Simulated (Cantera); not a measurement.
Ignition delay

Mixture: CH4 : O2 : N2 = 1 : 1.54 : 5.78 (molar parts), at 1.01 bar, adiabatic and at constant volume. Ignition delay is the time to a rise of 400 K.

Cantera simulation using GRI-Mech 3.0 (53 species, 325 reactions); the numbers are that mechanism's predictions, not measurements.

```csv
T0 (K),delay (ms)
1075,339
1150,104
1225,34.7
1300,12.6
1375,4.91
1450,2.06
1525,0.941
1600,0.468
1675,0.252
```

apparent activation energy between 1525 and 1675 K: 190 kJ/mol
